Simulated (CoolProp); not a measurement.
A closed Brayton cycle with carbon dioxide: compressor inlet 327.15 K and 8.7 MPa, high pressure 15.9 MPa, turbine inlet 630 K, compressor efficiency 0.89, turbine efficiency 0.93, recuperator effectiveness 0.9 (on enthalpy, no pinch check). Each further row changes one setting.

Computed with CoolProp (reference Helmholtz-energy equation of state, Span 1996).

| case | thermal efficiency (%) | net work (kJ/kg) | compressor to turbine work | compressor exit (K) | turbine exit (K) |
|---|---|---|---|---|---|
| as stated | 24.4 | 34.7 | 0.44 | 375.7 | 565.4 |
| turbine inlet 580 K | 21.8 | 28.5 | 0.49 | 375.7 | 518.0 |
| compressor inlet 337.15 K | 23.5 | 30.9 | 0.50 | 389.3 | 565.4 |
| high pressure 13.5 MPa | 22.5 | 26.8 | 0.42 | 362.3 | 582.8 |
| recuperator effectiveness 0.5 | 15.0 | 34.7 | 0.44 | 375.7 | 565.4 |
